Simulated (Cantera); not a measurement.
Feed: 1 mol Si, 19 mol HF, at 775 K and 1.90 Pa.

Method: chemical equilibrium by Gibbs-energy minimisation in Cantera with the NASA 1993 tables (ideal gas, pure condensed phases). Candidate condensed phases: Si; 25 gas species. Kinetics and transport are ignored.

Q: What is the equilibrium state?

A: 
| Property | Value |
|---|---|
| x(HF) | 0.833 |
| x(H₂) | 0.111 |
| x(SiF₄) | 0.0556 |
| gas amount | 18.00 mol |
| log10 activity of Si(s) (absent) | -24.69 |
